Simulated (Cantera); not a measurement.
Input: 1 mol B2O3, 2.8 mol H2O, 0.55 mol H2, held at 670 Pa.

Equilibrium computed with Cantera from the NASA thermochemical tables; the gas is ideal and each condensed phase is pure. Candidate condensed phases: B, B2O3, B3O3H3, H2O; 23 gas species. Gases not in the tables: H3BO3. Rates play no part.

**Question.** Which condensed phases are stable at each of these points (T (K)): 1075, 1225, 1375, 1525, 1675, 1825, 1975, 2125, 2275?

**Answer.** 
```csv
T (K),condensed phases,B condensed (%)
1075,B2O3(l),99.2
1225,B2O3(l),97.5
1375,B2O3(l),86.4
1525,B2O3(l),43.1
1675,gas only,0.0
1825,gas only,0.0
1975,gas only,0.0
2125,gas only,0.0
2275,gas only,0.0
```

From 1075 K to 1525 K the condensed part is B2O3(l). From 1675 K to 2275 K nothing is condensed.
